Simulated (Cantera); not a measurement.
A closed system holds: 1 mol acetone, 0.15 mol CO2, 3.5 mol H2, at 1775 K.

These are equilibrium values from Cantera (NASA tables, ideal gas, pure condensed phases), not measurements of a reactor. Candidate condensed phases: C, C6H6, C7H8, C8H18, H2O; 110 gas species. The feed counts by its element totals alone. Equilibrium is a limit: real reactors are often held back by kinetics, nucleation or transport.

**Question.** At 1000000 Pa, list the 4 most abundant gas species with their mole fractions, and the condensed phases.

**Answer.** H2 0.826, CO 0.167, CH4 0.00572, H2O 0.000447. Condensed: C(graphite).
